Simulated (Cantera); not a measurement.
A freely propagating, adiabatic, planar premixed flame of 19.0 % H2, 17.0 % O2, 64.0 % N2, unburnt at 498 K and 610000 Pa; mixture-averaged transport, grid criteria slope 0.08 and curve 0.16, no radiation.

Model: the H2/O2 subset of GRI-Mech 3.0, which has no nitrogen chemistry, integrated in Cantera. The hydrogen kinetics of GRI-Mech 3.0 are dated; newer H2 mechanisms differ, most at raised pressure. Burning velocities carry a grid error of a few per cent, more on coarse grids. Lean hydrogen flames are cellular in practice and burn faster than this planar one.

x: mole fraction of selected species; z is measured from the peak of heat release.

| z (mm) | T (K) | u (m/s) | x H2 | x O2 | x H | x H2O2 | x OH | x O |
|---|---|---|---|---|---|---|---|---|
| -0.196 | 498 | 0.913 | 0.187 | 0.171 | <1e-8 | 6.82e-8 | <1e-8 | <1e-8 |
| -0.131 | 502 | 0.910 | 0.178 | 0.173 | <1e-8 | 9.18e-7 | <1e-8 | <1e-8 |
| -0.0980 | 511 | 0.916 | 0.166 | 0.175 | <1e-8 | 4.67e-6 | <1e-8 | <1e-8 |
| -0.0654 | 558 | 0.975 | 0.139 | 0.178 | <1e-8 | 3.41e-5 | <1e-8 | 5.80e-8 |
| -0.0327 | 814 | 1.37 | 0.0887 | 0.169 | 1.33e-5 | 0.000195 | 2.01e-5 | 1.21e-5 |
| -0.0163 | 1126 | 1.88 | 0.0566 | 0.148 | 0.000386 | 0.000177 | 0.000401 | 0.000252 |
| 0 | ___ | 2.40 | ___ | ___ | ___ | ___ | ___ | ___ |
| 0.0163 | 1638 | 2.73 | 0.0121 | 0.100 | 0.00181 | 4.43e-6 | 0.00391 | 0.00218 |
| 0.0327 | 1742 | 2.90 | 0.00548 | 0.0918 | 0.00126 | 2.87e-6 | 0.00485 | 0.00207 |
| 0.0654 | 1826 | 3.03 | 0.00181 | 0.0877 | 0.000418 | 1.64e-6 | 0.00430 | 0.00114 |
| 0.131 | 1865 | 3.10 | 0.000480 | 0.0872 | 6.63e-5 | 7.73e-7 | 0.00260 | 0.000353 |
| 0.261 | 1877 | 3.12 | 0.000113 | 0.0874 | 8.67e-6 | 3.40e-7 | 0.00140 | 9.46e-5 |
| 0.523 | 1881 | 3.12 | ___ | 0.0875 | ___ | ___ | ___ | ___ |

Q: What belongs in the gaps?

A: 
- 0, T (K): 1440
- 0, x H2: 0.0284
- 0, x O2: 0.120
- 0, x H: 0.00151
- 0, x H2O2: 1.96e-5
- 0, x OH: 0.00188
- 0, x O: 0.00132
- 0.523, x H2: 4.08e-5
- 0.523, x H: 2.24e-6
- 0.523, x H2O2: 2.04e-7
- 0.523, x OH: 0.000909
- 0.523, x O: 3.92e-5
